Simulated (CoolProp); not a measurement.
The fluid at 293.15 K and 0.775 MPa is throttled through a valve to 0.468 MPa with no heat exchange. The same conditions are run with several fluids, on thermodynamics alone (safety and materials aside).

Computed with CoolProp (reference Helmholtz-energy equation of state of each fluid (CH3F (R41): Lemmon 2006; methane: Setzmann 1991; dry air: Lemmon 2000; R1132(E): Akasaka 2024; normal hydrogen: Leachman 2009)). Blends and air are pseudo-pure fits.

Problem. Rank CH3F (R41), methane, dry air, R1132(E), normal hydrogen by temperature change (K), highest first.

Solution. normal hydrogen (+0.1), dry air (-0.7), methane (-1.4), R1132(E) (-5.6), CH3F (R41) (-5.9)

```tsv
fluid	final density (kg/m³)
CH3F (R41)	6.98
methane	3.12
dry air	5.58
R1132(E)	13.4
normal hydrogen	0.386
```
